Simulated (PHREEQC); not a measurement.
Solution (25 °C): 0.065 mol/kgw Na2SeO3 and 0.001 mol/kgw HCl. Closed to the air; pH follows from the charge balance.

Computed with PHREEQC (ion-association model, wateq4f.dat).

| quantity | before | after |
|---|---|---|
| pH | 9.88 | 3.02 |
| ionic strength (mol/kgw) | 0.194 | 0.00100 |

### Question
What was changed between the two runs?
A. Na2SeO3 replaced by NaAlO2 at the same molality
B. Na2SeO3 from 0.065 to 0.0715 mol/kgw
C. Na2SeO3 left out
D. HCl left out

### Answer
C, Na2SeO3 left out

This is a speciation only: nothing precipitates in the calculation.
